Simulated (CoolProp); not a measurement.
Vapour-liquid equilibrium of n-hexane (1) + p-xylene (2) at 19.35 °C; x and y are mole fractions of (1).

Values from CoolProp's multi-fluid Helmholtz-energy mixture model, Thol 2019 and Zhou 2012; pair parameters Bell 2016.

```csv
x,bubble pressure (MPa),y at the bubble point,dew pressure at overall composition x (MPa),liquid density (mol/L)
0.05,0.001896,0.576,0.0008877,8.096
0.15,0.003806,0.809,0.0009877,8.056
0.25,0.005502,0.881,0.001113,8.015
0.35,0.007032,0.918,0.001275,7.972
0.45,0.008438,0.940,0.001491,7.928
0.55,0.009762,0.956,0.001797,7.882
0.65,0.01104,0.968,0.002258,7.835
0.75,0.01231,0.978,0.003036,7.786
0.85,0.01361,0.987,0.004615,7.736
0.95,0.01497,0.996,0.009242,7.684
```

No azeotrope shows between x = 0.05 and 0.95.

The pair parameters rest on a limited set of measurements; away from them the model extrapolates.
